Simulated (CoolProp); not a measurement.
R1123 at several states: fugacity coefficient from the reference equation and from simpler models built on Tc = 331.7 K, pc = 4.549 MPa, ω = 0.243; each cubic takes its own stable root.

Values from CoolProp's reference Helmholtz-energy equation of state, Akasaka 2020.

| T (K) | p (MPa) | phase | reference | Redlich-Kwong | Peng-Robinson |
|---|---|---|---|---|---|
| 451.9 | 4.81 | supercritical | 0.8881 | 0.8681 | 0.8737 |
| 365.7 | 0.304 | gas | 0.9834 | 0.9829 | 0.9815 |
| 222.1 | 0.0504 | gas | 0.9852 | 0.9885 | 0.9868 |
| 435.2 | 0.0736 | gas | 0.9979 | 0.9976 | 0.9975 |
| 472.8 | 4.58 | supercritical | 0.9120 | 0.8913 | 0.8988 |
| 212.9 | 9.43 | liquid | 0.01500 | 0.02637 | 0.01495 |
